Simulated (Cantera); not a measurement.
Feed: 1 mol SiC, 2.6 mol CO₂, 18 mol H₂, at 0.133 bar.

These are equilibrium values from Cantera (NASA tables, ideal gas, pure condensed phases), not measurements of a reactor. Candidate condensed phases: C, C₆H₆, C₇H₈, C₈H₁₈, H₂O, Si, SiC, SiO₂; 123 gas species. Mutual solubility and eutectic melting of coexisting phases are not modelled. The tables hold silica as quartz up to 1696 K and as liquid above; real silica turns to tridymite and cristobalite and melts near 1996 K. The numbers say what is thermodynamically allowed, not how fast it happens.

log p: log10 of the partial pressure in bar; n: condensed amount in mol.

| T (K) | log p H₂ | log p CO | log p SiO | log p CH₄ | n C(graphite) | n SiO₂(β-quartz) | n SiC(s) |
|---|---|---|---|---|---|---|---|
| 1348 | -0.95 | -1.70 | -6.97 | -4.13 | 0.390 | 1.000 | 0 |
| 1373 | -0.95 | -1.70 | -6.49 | -4.19 | 0.391 | 1.000 | 0 |
| 1398 | -0.95 | -1.70 | [?] | [?] | 0.392 | 1.000 | 0 |
| 1423 | -0.95 | -1.70 | -5.58 | -4.31 | 0.393 | 1.000 | 0 |
| 1448 | -0.95 | -1.70 | -5.15 | -4.37 | 0.393 | 0.999 | 0 |
| 1473 | -0.95 | -1.70 | -4.74 | -4.43 | 0.392 | 0.997 | 0 |
| 1498 | -0.95 | -1.67 | -4.37 | -4.49 | 0 | 0.864 | 0.129 |
| 1523 | -0.95 | -1.67 | [?] | [?] | 0 | 0.859 | 0.128 |
| 1548 | -0.95 | -1.67 | -3.83 | -4.82 | 0 | 0.851 | 0.125 |

Question: Some entries are withheld; supply them.

Answer: 
- 1523, log p SiO: -4.10
- 1523, log p CH₄: -4.66
- 1398, log p SiO: -6.03
- 1398, log p CH₄: -4.25
